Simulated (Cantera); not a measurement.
What does this Cantera script print?

```python
import numpy as np
import cantera as ct

gas = ct.Solution("h2o2.yaml")
gas.TPX = 1550, 69000, {'H2': 1, 'O2': 0.294, 'N2': 1.59}
reactor = ct.IdealGasReactor(gas, energy="on", clone=False)
net = ct.ReactorNet([reactor])
net.rtol, net.atol = 1e-08, 1e-16
show = ['H2', 'O2', 'OH', 'H2O', 'HO2']
times = np.geomspace(4e-06, 0.2, 14)

steps = ct.SolutionArray(gas, extra=["t"])
rows = []
print(f"{'t/s':>10s}{'T/K':>9s}{'P/Pa':>11s}" + "".join(f"{s:>11s}" for s in show))
for t in times:
    while net.time < t:
        t_next = net.step()
        steps.append(gas.state, t=t_next)
    rows.append([np.interp(t, steps.t, y) for y in (steps.T, steps.P, *steps(*show).X.T)])
    print(f"{t:10.3e}{rows[-1][0]:9.1f}{rows[-1][1]:11.4g}" + "".join(f"{x:11.3e}" for x in rows[-1][2:]))
rate = np.gradient(steps.T, steps.t)
print("integrator steps:", len(steps.t))
if steps.T.max() > steps.T[0] + 200:
    print(f"time of steepest temperature rise: {steps.t[rate.argmax()]:.4e} s")
gas.TPX = 1550, 69000, {'H2': 1, 'O2': 0.294, 'N2': 1.59}
gas.equilibrate("UV")
print(f"equilibrium (UV): T = {gas.T:.1f} K  " + "  ".join(f"{s} {gas[s].X[0]:.3e}" for s in show))
```

Result:

```
       t/s      T/K       P/Pa         H2         O2         OH        H2O        HO2
 4.000e-06   1550.0    6.9e+04  3.467e-01  1.019e-01  3.655e-07  3.755e-06  1.124e-06
 9.194e-06   1550.1    6.9e+04  3.465e-01  1.018e-01  1.158e-05  1.518e-04  4.141e-06
 2.113e-05   1716.7  7.612e+04  1.520e-01  2.531e-02  1.015e-02  1.335e-01  9.944e-06
 4.858e-05   2199.1  9.468e+04  1.287e-01  5.299e-03  1.790e-02  1.730e-01  2.094e-06
 1.117e-04   2603.6  1.091e+05  1.416e-01  2.667e-03  1.817e-02  1.881e-01  1.347e-06
 2.567e-04   2834.4  1.169e+05  1.475e-01  1.369e-03  1.526e-02  1.995e-01  1.071e-06
 5.900e-04   2864.1  1.179e+05  1.482e-01  1.219e-03  1.468e-02  2.011e-01  1.016e-06
 1.356e-03   2864.3  1.179e+05  1.483e-01  1.218e-03  1.468e-02  2.011e-01  1.015e-06
 3.117e-03   2864.3  1.179e+05  1.483e-01  1.218e-03  1.468e-02  2.011e-01  1.015e-06
 7.165e-03   2864.3  1.179e+05  1.483e-01  1.218e-03  1.468e-02  2.011e-01  1.015e-06
 1.647e-02   2864.3  1.179e+05  1.483e-01  1.218e-03  1.468e-02  2.011e-01  1.015e-06
 3.785e-02   2864.3  1.179e+05  1.483e-01  1.218e-03  1.468e-02  2.011e-01  1.015e-06
 8.701e-02   2864.3  1.179e+05  1.483e-01  1.218e-03  1.468e-02  2.011e-01  1.015e-06
 2.000e-01   2864.3  1.179e+05  1.483e-01  1.218e-03  1.468e-02  2.011e-01  1.015e-06
integrator steps: 1085
time of steepest temperature rise: 2.0298e-05 s
equilibrium (UV): T = 2864.3 K  H2 1.483e-01  O2 1.218e-03  OH 1.468e-02  H2O 2.011e-01  HO2 1.015e-06
```

Detailed kinetics in Cantera: the H2/O2 subset of GRI-Mech 3.0, which has no nitrogen chemistry.
